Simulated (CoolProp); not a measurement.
Vapour-liquid equilibrium of ethylene (1) + propane (2) at 0.108 MPa; x and y are mole fractions of (1).

Values from CoolProp's multi-fluid Helmholtz-energy mixture model, Smukala 2000 and Lemmon 2009; pair parameters Bell 2016.

Question: Give the bubble temperature and the first vapour's composition at x = 0.125, 0.275, 0.725. Is there an azeotrope?

Answer: x = 0.125: 206.9 K, y = 0.745; x = 0.275: 192.1 K, y = 0.913; x = 0.725: 175.6 K, y = 0.989. No azeotrope shows between x = 0.05 and 0.95.

The pair parameters rest on a limited set of measurements; away from them the model extrapolates.
